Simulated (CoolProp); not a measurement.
Vapour pressure (MPa) of the fluoroketone C6F12O (FK-5-1-12): the reference equation beside estimates from Tc = 441.8 K, pc = 1.869 MPa, ω = 0.471. Clausius-Clapeyron is anchored at 384.4 K with a constant enthalpy of vaporisation of 20.70 kJ/mol.

Values from CoolProp's reference Helmholtz-energy equation of state, McLinden 2015.

```tsv
T (K)	reference	Lee-Kesler	Clausius-Clapeyron	Redlich-Kwong	Soave-Redlich-Kwong	Peng-Robinson
346.8	0.2213	0.2214	0.2896	0.4010	0.2225	0.2206
356.2	0.2884	0.2885	0.3500	0.4856	0.2906	0.2876
365.6	0.3700	0.3699	0.4189	0.5818	0.3736	0.3693
375	0.4680	0.4677	0.4969	0.6902	0.4735	0.4678
384.4	0.5845	0.5839	0.5845	0.8115	0.5925	0.5853
393.9	0.7234	0.7225	0.6834	0.9479	0.7343	0.7257
403.3	0.8844	0.8835	0.7919	1.097	0.8983	0.8888
412.7	1.072	1.071	0.9114	1.261	1.088	1.079
422.1	1.289	1.290	1.043	1.440	1.307	1.298
431.5	1.542	1.543	1.185	1.636	1.556	1.550
```

Absolute difference from the reference over all 10 rows, mean and median: Lee-Kesler 0.1 and 0.1 %, Clausius-Clapeyron 14.5 and 14.1 %, Redlich-Kwong 38.4 and 34.9 %, Soave-Redlich-Kwong 1.2 and 1.3 %, Peng-Robinson 0.4 and 0.3 %.
